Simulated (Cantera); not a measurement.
A perfectly stirred reactor is fed with CH4 : CO : O2 : N2 = 1 : 0.063 : 4.72 : 17.8 (molar parts), equivalence ratio 0.43, at 760 Torr; it is adiabatic with a 500 K inlet, and is followed from long to short residence time, starting on the burning branch (τ in s: 0.28, 0.1, 0.037, 0.013, 0.0048, 0.0017, 0.00062, 0.00022, 8.1e-05, 2.9e-05, 1.1e-05).

Detailed kinetics in Cantera: GRI-Mech 3.0 (53 species, 325 reactions).

x: mole fraction; the columns are a selection and need not sum to one.

```tsv
τ (s)	T (K)	x CH4	x CO	x O2	x NO	x CH3
0.28	1506	1.33e-5	0.000169	0.114	2.17e-6	1.73e-6
0.10	1504	___	___	0.114	___	___
0.037	1499	4.93e-5	0.000696	0.114	1.56e-6	5.58e-6
0.013	1489	9.86e-5	0.00146	0.115	1.11e-6	9.93e-6
0.0048	1471	0.000199	0.00302	0.116	7.81e-7	1.75e-5
0.0017	1430	0.000485	0.00676	0.118	5.00e-7	3.53e-5
0.00062	500	0.0424	0.00267	0.200	<1e-12	<1e-12
0.00022	500	0.0424	0.00267	0.200	<1e-12	<1e-12
8.1e-5	500	0.0424	0.00267	0.200	<1e-12	<1e-12
2.9e-5	500	0.0424	0.00267	0.200	<1e-12	<1e-12
1.1e-5	500	0.0424	0.00267	0.200	<1e-12	<1e-12
```

Task: Complete the blanks.

Result: 
- 0.10, x CH4: 2.58e-5
- 0.10, x CO: 0.000346
- 0.10, x NO: 1.97e-6
- 0.10, x CH3: 3.18e-6
